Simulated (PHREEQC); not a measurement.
A solution holds 0.19 mol/kgw NaH2PO4, 0.013 mol/kgw NaF and 0.0052 mol/kgw KCl, at 25 °C. Closed to the air; pH follows from the charge balance.

Equilibrium calculation in PHREEQC: ion-association model, phreeqc.dat.

No solid was allowed to form.

Predict the pH, specific conductance, activity of water.

pH 4.50; specific conductance 13800 µS/cm; activity of water 0.993.

In which forms is F present?

F- 92 %, NaF 5.3 %, HF 2.9 % of the F.

Complexes and solids missing from the database can't appear.
